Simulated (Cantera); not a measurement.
A Cantera script and what it prints.

```python
import numpy as np
import cantera as ct

gas_names = """
    H HO2 H2 H2O H2O2 O OH O2 O3 P PH PH3 PO PO2 P2 P4 P4O10
""".split()
cond_names = """
    H2O(s) H2O(L) P(cr) P(L) P4O10(s)
""".split()


def load(file, names, dense=False):
    # The tables refer to 1 bar. Condensed volumes are neglected.
    table = {s.name: s for s in ct.Species.list_from_file(file)}
    out = []
    for n in names:
        d = dict(table[n].input_data)
        d["thermo"] = dict(d["thermo"], **{"reference-pressure": 1e5})
        if dense:
            d["equation-of-state"] = {"model": "constant-volume", "density": "1e6 g/cm^3"}
        out.append(ct.Species.from_dict(d))
    return out


gas = ct.Solution(thermo="ideal-gas", species=load("nasa_gas.yaml", gas_names))
cond = {s.name: ct.Solution(thermo="fixed-stoichiometry", species=[s], name=s.name)
        for s in load("nasa_condensed.yaml", cond_names, dense=True)}
atoms = {
    'PH3': {'P': 1, 'H': 3},
    'H2O': {'H': 2, 'O': 1},
    'O2': {'O': 2},
}
top_T = {'P4O10(s)': 690}  # K; cautious upper limits of use, not melting points


def equilibrate(T, P, feed):
    n = {}
    for name, mol in feed.items():
        for a, k in atoms[name].items():
            n[a] = n.get(a, 0.0) + k * mol
    gas.TPX = T, P, n
    mass = sum(n.values()) * gas.mean_molecular_weight
    gas.equilibrate("TP")
    valid = [c for c in cond.values() if c.min_temp <= T <= top_T.get(c.name, c.max_temp)]
    mix = ct.Mixture([(gas, mass / gas.mean_molecular_weight)] + [(c, 0.0) for c in valid])
    mix.T, mix.P = T, P
    mix.equilibrate("TP", solver="vcs", rtol=1e-11, max_steps=5000)
    return mix


results = []
feed = {'PH3': 1, 'H2O': 0.058, 'O2': 6.8}  # mol
T = 1448  # K
P = 133.322  # Pa
mix = equilibrate(T, P, feed)
results.append((T, P, feed, dict(zip(mix.species_names, mix.species_moles))))
print(gas.report(threshold=1e-06))
for i in range(1, mix.n_phases):
    print(f"{mix.phase(i).name:16s} {mix.phase_moles(i):12.5e} mol")
```

Output:

```
       temperature   1448 K
          pressure   133.32 Pa
           density   0.00041825 kg/m^3
  mean mol. weight   37.769 kg/kmol
   phase of matter   gas

                          1 kg             1 kmol
                     ---------------   ---------------
          enthalpy       -2.8935e+06       -1.0928e+08  J
   internal energy       -3.2122e+06       -1.2132e+08  J
           entropy            8920.3        3.3691e+05  J/K
    Gibbs function        -1.581e+07       -5.9714e+08  J
 heat capacity c_p            1290.6             48747  J/K
 heat capacity c_v            1070.5             40433  J/K

                      mass frac. Y      mole frac. X     chem. pot. / RT
                     ---------------   ---------------   ---------------
                H2        3.6889e-07         6.911e-06           -37.003
               H2O           0.11097           0.23266           -54.312
                 O        1.9209e-05        4.5346e-05           -17.309
                OH        0.00023944        0.00053175            -35.81
                O2           0.61036           0.72045           -34.617
               PO2          0.019853          0.011908           -72.317
             P4O10           0.25856          0.034399           -323.89
     [  +10 minor]        2.4942e-07        8.7921e-07

P(L)              0.00000e+00 mol
```

Equilibrium computed with Cantera from the NASA thermochemical tables; the gas is ideal and each condensed phase is pure. Gases not in the tables: HPO2, HPO3 and P4O6.
